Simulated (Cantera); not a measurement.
# N2O furnace oxynitridation

A perfectly stirred reactor is fed with N₂O : H₂O = 1 : 0.017 (molar parts), at 1.00 bar; it is held at 1300 K, and followed from long to short residence time.

Detailed kinetics in Cantera: GRI-Mech 3.0 (53 species, 325 reactions). GRI-Mech 3.0 was tuned for natural gas; its chemistry of N2O as a main component is partial and can be far from experiment. The mechanism lacks the step 2 NO + O2 → 2 NO2, which can matter for NO2 below about 1400 K. The temperature is held fixed by assumption; the heat of reaction is taken as removed at once.

| τ (s) | x N₂O | x H₂O | x NO | x H | x H₂ |
|---|---|---|---|---|---|
| 18 | 0.0169 | 0.0113 | 0.0258 | 1.39e-9 | 1.52e-8 |
| 3.7 | 0.0682 | 0.0116 | 0.0412 | 3.12e-9 | 2.49e-8 |
| 0.78 | 0.227 | 0.0125 | 0.0491 | 5.59e-9 | 3.60e-8 |
| 0.16 | 0.550 | 0.0143 | 0.0341 | 7.66e-9 | 4.62e-8 |
| 0.034 | 0.834 | 0.0159 | 0.0125 | 8.41e-9 | 5.66e-8 |
| 0.0071 | 0.947 | 0.0165 | 0.00303 | 8.31e-9 | 7.63e-8 |
| 0.0015 | 0.975 | 0.0167 | 0.000680 | 7.06e-9 | 8.66e-8 |
x: mole fraction; the columns are a selection and need not sum to one.
